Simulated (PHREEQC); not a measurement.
## Nickel, zinc or cadmium bath

A solution holds 0.019 mol ZnSO4, 0.034 mol Na2SO4 and 5e-05 mol NiCl2 per kg of water, at 75 °C. Closed to the air; pH follows from the charge balance.

All values are PHREEQC results (ion-association model, wateq4f.dat), not measurements.

Each row changes one thing in this solution. This is a speciation only: nothing precipitates in the calculation.

```tsv
case	pH	ionic strength (mol/kgw)	Na+ (mol/kgw)	SO4-2 (mol/kgw)	ZnSO4 (mol/kgw)	Zn+2 (mol/kgw)	SI of Zincite(c) (ZnO)	SI of Goslarite (ZnSO4:7H2O)
as made	5.40	0.124	0.0634	0.0352	0.00928	0.00773	-0.61	-2.93
NiCl2 from 5e-05 to 0.0005 mol/kgw	5.40	[?]	0.0635	0.0351	0.00923	0.00775	-0.61	-2.93
temperature from 75 to 15 °C	[?]	0.127	[?]	0.0358	0.00817	0.00821	-2.13	-2.37
diluted 10-fold with water	[?]	0.0149	0.00668	0.00450	0.000640	0.00123	-1.02	-4.09
NiCl2 from 5e-05 to 5.5e-05 mol/kgw	5.40	0.124	0.0634	0.0352	0.00928	0.00773	-0.61	-2.93
```

**Question.** Complete the blanks.

**Answer.** 
- NiCl2 from 5e-05 to 0.0005 mol/kgw, ionic strength (mol/kgw): 0.125
- temperature from 75 to 15 °C, pH: 6.04
- temperature from 75 to 15 °C, Na+ (mol/kgw): 0.0643
- diluted 10-fold with water, pH: 5.48

Away from 25 °C the constants follow the database's enthalpies or fits; those with neither stay at their 25 °C values.
